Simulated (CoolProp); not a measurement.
Vapour-liquid equilibrium of CHF3 (R23) (1) + R11 (2) at -18.85 °C; x and y are mole fractions of (1).

Computed with CoolProp (multi-fluid Helmholtz-energy mixture model, Penoncello 2003 and Jacobsen 1992; pair parameters Bell 2016).

```
x     bubble pressure (kPa)  y at the bubble point  dew pressure at overall composition x (kPa)  liquid density (mol/L)
----  ---------------------  ---------------------  -------------------------------------------  ----------------------
0.05                  213.9                  0.920                                        17.56                   11.69
0.15                  561.0                  0.968                                        19.64                   12.15
0.25                  819.5                  0.978                                        22.28                   12.61
0.35                  984.4                  0.981                                        25.72                   13.10
0.45                   1074                  0.983                                        30.41                   13.59
0.55                   1119                  0.984                                        37.20                   14.09
0.65                   1149                  0.985                                        47.89                   14.61
0.75                   1188                  0.986                                        67.19                   15.14
0.85                   1255                  0.988                                        112.6                   15.68
0.95                   1367                  0.995                                        347.2                   16.26
```

No azeotrope shows between x = 0.05 and 0.95.

Pair parameters are fitted to limited data, so mixtures are less certain than the pure fluids. The gap from Raoult's law changes sign with composition, which may be real or a fault of the pair parameters; it wasn't checked against measurements. With so large a gap from Raoult's law the liquid may split in two, which this calculation doesn't test in full.
